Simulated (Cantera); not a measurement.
A Cantera script and what it prints.

```python
import numpy as np
import cantera as ct

gas_names = """
    Cr CrN N N2
""".split()
cond_names = """
    Cr(cr) Cr(L) CrN(s) Cr2N(s)
""".split()


# ... load() reads the species with a 1 bar reference pressure and builds the phases ...
atoms = {
    'Cr': {'Cr': 1},
    'N2': {'N': 2},
}
top_T = {'CrN(s)': 1900, 'Cr2N(s)': 1900}  # K; cautious upper limits of use, not melting points


# ... equilibrate(T, P, feed) seeds the gas with the atoms and calls Mixture.equilibrate('TP', solver="vcs", rtol=1e-11, max_steps=5000) ...
results = []
feed = {'Cr': 1, 'N2': 4}  # mol
P = 10000  # Pa
for T in [1375, 1475, 1575, 1675, 1775, 1875, 1975, 2075, 2175, 2275, 2375, 2475, 2575, 2675]:
    mix = equilibrate(T, P, feed)
    results.append((T, P, feed, dict(zip(mix.species_names, mix.species_moles))))

top = {s: max(r[3][s] / sum(r[3][g] for g in gas_names) for r in results) for s in gas_names}
cols = sorted((s for s in top if top[s] > 0.001), key=lambda s: -top[s])[:9]
seen = [c for c in cond_names if any(r[3].get(c, 0) > 1e-12 for r in results)]
print("log10 of partial pressures in bar; condensed amounts in mol")
print(f"{'T/K':>10s}" + "".join(f"{s[:9]:>10s}" for s in cols + seen))
for T, P, feed, n in results:
    ng = sum(n[g] for g in gas_names)
    print(f"{T:10.4g}" + "".join(f"{np.log10(max(n[s] / ng * P / 1e5, 1e-99)):10.3f}" for s in cols)
          + "".join(f"{n.get(c, 0):10.4g}" for c in seen))
```

It prints:

```
log10 of partial pressures in bar; condensed amounts in mol
       T/K        N2        Cr    Cr(cr)     Cr(L)   Cr2N(s)
      1375    -1.000    -7.731         0         0       0.5
      1475    -1.000    -6.587         0         0       0.5
      1575    -1.000    -5.613    0.9999         0         0
      1675    -1.000    -4.855    0.9994         0         0
      1775    -1.000    -4.187    0.9974         0         0
      1875    -1.001    -3.594    0.9898         0         0
      1975    -1.004    -3.065    0.9653         0         0
      2075    -1.011    -2.590    0.8945         0         0
      2175    -1.030    -2.173         0    0.7117         0
      2275    -1.074    -1.805         0    0.2578         0
      2375    -1.097    -1.699         0         0         0
      2475    -1.097    -1.699         0         0         0
      2575    -1.097    -1.699         0         0         0
      2675    -1.097    -1.699         0         0         0
```

Equilibrium computed with Cantera from the NASA thermochemical tables; the gas is ideal and each condensed phase is pure.
